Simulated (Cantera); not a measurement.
Feed: 1 mol SiHCl3, 0.28 mol C2H2, 1700 mol H2, held at 1575 K and 0.00133 bar.

Cantera equilibrium calculation (NASA polynomials, part measured and part estimated; ideal gas, pure solids and liquids). Candidate condensed phases: C, C6H6, C7H8, C8H18, Si, SiC; 109 gas species. Mutual solubility and eutectic melting of coexisting phases are not modelled. Equilibrium is a limit: real reactors are often held back by kinetics, nucleation or transport.

Base state: H2 0.997, HCl 0.00174, H 0.00114, Si 4.31e-5, SiCl2 1.03e-5 (mole fractions); condensed: Si(s) + SiC(s).

Task: What changes in the equilibrium state with this change: H2 from 1700 to 5.5 mol?

Result: 
| species | before | after |
|---|---|---|
| H2 | 0.997 | 0.671 |
| HCl | 0.00174 | 0.271 |
| SiCl2 | 1.03e-5 | 0.0554 |
| SiCl3 | 1.03e-9 | 0.00105 |
| SiCl4 | <1e-9 | 5.24e-5 |
| SiHCl3 | <1e-9 | 1.73e-5 |
| Cl | 1.57e-6 | 0.000299 |
| SiCl | 1.09e-6 | 3.08e-5 |
| Si(s), mol | 0.334 | 0 |
| SiC(s), mol | 0.560 | 0.560 |
The tables' values for SiCl3, SiCl are old estimates; treat these amounts as uncertain.
